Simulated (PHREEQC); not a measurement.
Solution (90 °C): 0.044 mol/kgw NH4Br, 0.21 mol/kgw CaCl2 and 0.0085 mol/kgw KCl. Closed to the air; pH follows from the charge balance.

Computed with PHREEQC (ion-association model, wateq4f.dat).

Problem. The ionic strength comes out as 0.682 mol/kgw. What activity coefficients do H+, NH4+, Br-, Cl-, Ca+2 get?

Solution. H+ 0.73, NH4+ 0.72, Br- 0.72, Cl- 0.58, Ca+2 0.20.

No solid was allowed to form. Constants without temperature data keep their 25 °C values here.
